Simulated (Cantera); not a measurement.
Ignition delay

Mixture: 15.6 % CH₄, 10.1 % H₂, 20.1 % O₂, 54.3 % N₂, at 34.0 bar, adiabatic and at constant pressure. Ignition delay is the time to a rise of 400 K.

Cantera simulation using GRI-Mech 3.0 (53 species, 325 reactions); the numbers are that mechanism's predictions, not measurements. The pressure lies above the range GRI-Mech 3.0 was tuned for (to about 10 atm).

| T0 (K) | delay (ms) |
|---|---|
| 1075 | 0.984 |
| 1125 | 0.400 |
| 1175 | 0.180 |
| 1225 | 0.0902 |
| 1275 | 0.0507 |
| 1325 | 0.0316 |

- apparent activation energy between 1225 and 1325 K = 140 kJ/mol
